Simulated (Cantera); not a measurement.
Input: 1 mol BF3, 1.4 mol O2, 150 mol N2, held at 1925 °C and 12.0 Pa.

Cantera equilibrium calculation (NASA polynomials, part measured and part estimated; ideal gas, pure solids and liquids). Candidate condensed phases: B, BN, B2O3; 31 gas species. Kinetics and transport are ignored.

Base state: N2 0.970, F 0.0128, O 0.00833, BOF 0.00641, O2 0.00117, NO 0.00104, BF3 4.93e-5 (mole fractions); condensed: gas only.

Task: What changes in the equilibrium state with this change: pressure from 12.0 Pa to 0.770 bar?

Result: 
| species | before | after |
|---|---|---|
| N2 | 0.970 | 0.982 |
| O2 | 0.00117 | 0.00745 |
| BF3 | 4.93e-5 | 0.00601 |
| F | 0.0128 | 0.00108 |
| O | 0.00833 | 0.000263 |
| BOF | 0.00641 | 0.000539 |
| NO | 0.00104 | 0.00264 |

Task: What changes in the equilibrium state with this change: 1.2 mol Cl2 added?

Result: 
```csv
species,before,after
N2,0.970,0.955
Cl,0,0.0153
F,0.0128,0.0127
BOF,0.00641,0.00631
BF3,4.93e-5,4.77e-5
O2,0.00117,0.00114
NO,0.00104,0.00102
O,0.00833,0.00823
```

Task: What changes in the equilibrium state with this change: temperature from 1925 °C to 477 °C?

Result: 
```csv
species,before,after
N2,0.970,0.984
O2,0.00117,0.00919
BF3,4.93e-5,0.00656
F,0.0128,<1e-9
O,0.00833,<1e-9
BOF,0.00641,<1e-9
NO,0.00104,1.87e-7
```
